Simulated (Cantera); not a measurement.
A perfectly stirred reactor is fed with NO : N2 = 1 : 2.7 (molar parts), at 0.345 atm; it is held at 2200 K, and followed from long to short residence time.

Detailed kinetics in Cantera: GRI-Mech 3.0 (53 species, 325 reactions).

Question: What does this change do: N2 2.7 to 6.7 parts?

Answer: 
```tsv
quantity	before	after
x(NO) at τ = 0.460 s	0.108	0.0654
x(NO2) at τ = 0.460 s	5.06e-5	1.94e-5
x(O) at τ = 0.460 s	0.00133	0.000839
x(N2O) at τ = 0.460 s	5.30e-6	2.17e-6
x(O2) at τ = 0.460 s	0.0803	0.0317
x(NO) at τ = 7.00 ms	0.267	0.129
x(NO2) at τ = 7.00 ms	3.18e-5	8.16e-6
x(O) at τ = 7.00 ms	0.000371	0.000189
x(N2O) at τ = 7.00 ms	3.43e-5	8.27e-6
x(O2) at τ = 7.00 ms	0.00140	0.000289
```

Question: What does this change do: pressure from 0.345 atm to 0.132 atm?

Answer: 
```json
[
 {"quantity": "x(NO) at τ = 0.460 s", "before": "0.108", "after": "0.146"},
 {"quantity": "x(NO2) at τ = 0.460 s", "before": "5.06e-5", "after": "3.67e-5"},
 {"quantity": "x(O) at τ = 0.460 s", "before": "0.00133", "after": "0.00190"},
 {"quantity": "x(N2O) at τ = 0.460 s", "before": "5.30e-6", "after": "8.57e-6"},
 {"quantity": "x(O2) at τ = 0.460 s", "before": "0.0803", "after": "0.0612"},
 {"quantity": "x(NO) at τ = 7.00 ms", "before": "0.267", "after": "0.269"},
 {"quantity": "x(NO2) at τ = 7.00 ms", "before": "3.18e-5", "after": "1.18e-5"},
 {"quantity": "x(O) at τ = 7.00 ms", "before": "0.000371", "after": "0.000365"},
 {"quantity": "x(N2O) at τ = 7.00 ms", "before": "3.43e-5", "after": "3.22e-5"},
 {"quantity": "x(O2) at τ = 7.00 ms", "before": "0.00140", "after": "0.000414"}
]
```
